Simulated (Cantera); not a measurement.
A perfectly stirred reactor is fed with CH4 : H2O : H2 = 1 : 0.38 : 0.16 (molar parts), at 12.0 bar; it is held at 2025 K, and followed from long to short residence time.

Cantera simulation using GRI-Mech 3.0 (53 species, 325 reactions); the numbers are that mechanism's predictions, not measurements. GRI-Mech 3.0 stops at C3 and has no aromatics, soot or wall deposition, so with more carbon than oxygen in the feed, carbon stays in small species such as C2H2 where larger ones or solid carbon would form. The pressure lies above the range GRI-Mech 3.0 was tuned for (to about 10 atm).

One state of this run: x CH4 = 0.0302; x H2O = 0.000309; x H2 = 0.739; x HO2 = <1e-12; x CH2CO = 2.40e-6. x: mole fraction; the columns are a selection and need not sum to one.

Problem. Which value of τ (s) does it belong to?
A) 0.23
B) 0.55
C) 0.0032
D) 3.0

Solution. D, 3.0
